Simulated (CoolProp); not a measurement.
Saturation properties of ethanol.

Computed with CoolProp (reference Helmholtz-energy equation of state, Schroeder 2014).

```tsv
T (°C)	p (bar)	enthalpy of vaporisation (kJ/kg)	liquid cp (kJ/(kg K))	surface tension (mN/m)	liquid viscosity (µPa s)
82.25	?	843.3	2.972	16.3	416
86.05	1.359	836.7	3.014	15.9	394
89.85	1.564	830.0	3.056	15.6	373
93.65	1.795	823.1	3.100	15.2	354
97.45	2.053	815.9	3.144	14.8	336
101.35	?	808.3	3.190	14.4	319
105.15	?	800.6	3.236	14.1	303
108.95	3.022	792.7	3.283	13.7	288
112.75	?	784.5	3.331	13.3	?
116.55	3.845	776.0	3.380	12.9	260
120.35	4.319	767.3	3.429	12.6	248
124.15	4.838	758.3	3.480	12.2	236
127.95	5.406	748.9	3.531	11.8	225
131.85	6.043	739.0	3.584	11.4	214
```

What belongs in the gaps?


- 82.25, p (bar): 1.176
- 101.35, p (bar): 2.348
- 105.15, p (bar): 2.667
- 112.75, p (bar): 3.413
- 112.75, liquid viscosity (µPa s): 274

It boils at 78.4 °C under 1 atm.

Viscosity comes from a separate model (Kiselev 2005). Surface tension comes from a separate correlation (Mulero 2012).
